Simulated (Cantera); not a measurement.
A closed system holds: 1 mol CsCl, 2.2 mol H₂O, 23 mol H₂, equilibrated at 1777 °C and 0.100 bar.

Equilibrium computed with Cantera from the NASA thermochemical tables; the gas is ideal and each condensed phase is pure. Candidate condensed phases: Cs, CsCl, CsOH, H₂O; 22 gas species. Rates play no part.

Base state: H₂ 0.867, H₂O 0.0829, CsCl 0.0330, H 0.00668, HCl 0.00488, Cs 0.00440, CsOH 0.000515, OH 6.98e-5 (mole fractions); condensed: gas only.

**Question.** What changes in the equilibrium state with this change: H₂ from 23 to 0.99 mol?

**Answer.** 
| species | before | after |
|---|---|---|
| H₂O | 0.0829 | 0.514 |
| H₂ | 0.867 | 0.231 |
| CsCl | 0.0330 | 0.224 |
| HCl | 0.00488 | 0.0134 |
| Cs₂Cl₂ | 1.96e-6 | 8.98e-5 |
| CsOH | 0.000515 | 0.00790 |
| OH | 6.98e-5 | 0.000838 |
| Cl | 2.78e-5 | 0.000148 |
| H | 0.00668 | 0.00345 |
